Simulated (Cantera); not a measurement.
Feed: 1 mol SiCl4, 3.9 mol H2, at 100000 Pa.

Equilibrium computed with Cantera from the NASA thermochemical tables; the gas is ideal and each condensed phase is pure. Candidate condensed phases: Si; 19 gas species. The tables' values for SiCl3 are old estimates; treat these amounts as uncertain. Equilibrium is a limit: real reactors are often held back by kinetics, nucleation or transport. All values below are at 998 K.

Base state: H2 0.765, SiCl4 0.173, HCl 0.0312, SiHCl3 0.0295, SiCl3 0.000571, SiH2Cl2 0.000539, SiCl2 4.61e-5 (mole fractions); condensed: gas only.

Task: What changes in the equilibrium state with this change: 0.015 mol N2 added?

Result: 
```
species          before     after
-------------  --------  --------
H2                0.765     0.760
SiCl4             0.173     0.176
HCl              0.0312    0.0416
SiHCl3           0.0295    0.0222
SiH2Cl2        0.000539  0.000303
SiCl2           4.61e-5   2.61e-5
Si3N4(s), mol         0   0.00750
```
N2 is the only nitrogen source here; it is nearly inert below about 1500 K, so the nitride shown seldom forms there in practice. Further candidate phases: NH4Cl, Si3N4.
